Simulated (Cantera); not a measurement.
A closed system holds: 1 mol Si, 1.9 mol Cl2, 0.66 mol H2, 5.9 mol HCl, held at 700 K and 0.133 bar.

Equilibrium computed with Cantera from the NASA thermochemical tables; the gas is ideal and each condensed phase is pure. Candidate condensed phases: Si; 19 gas species. The numbers say what is thermodynamically allowed, not how fast it happens.

Q: What is the equilibrium state?

A: 
```
Item                                  Value
--------------------------------  ---------
x(HCl)                                0.764
x(SiCl4)                              0.134
x(H2)                                 0.102
x(SiHCl3)                           3.65e-6
gas amount                        7.460 mol
log10 activity of Si(s) (absent)     -14.55
```
